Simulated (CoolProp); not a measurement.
Tetrahydrofuran at several states: fugacity coefficient from the reference equation and from simpler models built on Tc = 540.2 K, pc = 5.304 MPa, ω = 0.234; each cubic takes its own stable root.

Computed with CoolProp (reference Helmholtz-energy equation of state, Fiedler 2023).

```csv
T (K),p (MPa),phase,reference
182.2,0.0309,liquid,7.390e-5
335.7,0.0566,gas,0.9842
304.4,0.0442,liquid,0.6332
345.2,0.0164,gas,0.9958
```

Problem. How far does each simpler model (van der Waals, Redlich-Kwong, Peng-Robinson) lie from the reference over these 4 states: mean and median of the absolute difference, and the worst?

Solution. 
- van der Waals: mean 63385.8 %, median 28.6 %, worst +253485.9 % at 182.2 K and 0.0309 MPa
- Redlich-Kwong: mean 59.0 %, median 28.0 %, worst +180.0 % at 182.2 K and 0.0309 MPa
- Peng-Robinson: mean 10.0 %, median 0.2 %, worst +39.5 % at 182.2 K and 0.0309 MPa

At some of these states van der Waals, Redlich-Kwong gives the other phase, because its saturation line lies elsewhere.
